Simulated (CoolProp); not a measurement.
Vapour-liquid equilibrium of CH2F2 (R32) (1) + propylene (2) at 259.7 K; x and y are mole fractions of (1).

Computed with CoolProp (multi-fluid Helmholtz-energy mixture model, Tillner-Roth 1997 and Lemmon 2013; pair parameters Bell 2016).

```csv
x,"bubble pressure, mixture model (MPa)","bubble pressure, Raoult's law (MPa)","y, mixture model","y, Raoult's law"
0.05,[?],0.3890,[?],0.066
0.2,0.5633,0.4091,0.406,0.252
0.35,0.6202,0.4291,[?],0.421
0.5,0.6444,0.4492,0.579,0.574
0.65,0.6499,0.4692,[?],0.715
0.8,[?],0.4893,0.711,0.844
0.95,[?],0.5093,0.879,0.962
```

### Question
What belongs in the gaps?

### Answer

- 0.05, bubble pressure, mixture model (MPa): 0.4441
- 0.05, y, mixture model: 0.166
- 0.35, y, mixture model: 0.513
- 0.65, y, mixture model: 0.635
- 0.8, bubble pressure, mixture model (MPa): 0.6348
- 0.95, bubble pressure, mixture model (MPa): 0.5665

The largest gap from Raoult's law is +44.5 % in bubble pressure, at x = 0.35. y crosses x between x = 0.5 and 0.65: the model has an azeotrope there.

Pair parameters are fitted to limited data, so mixtures are less certain than the pure fluids.
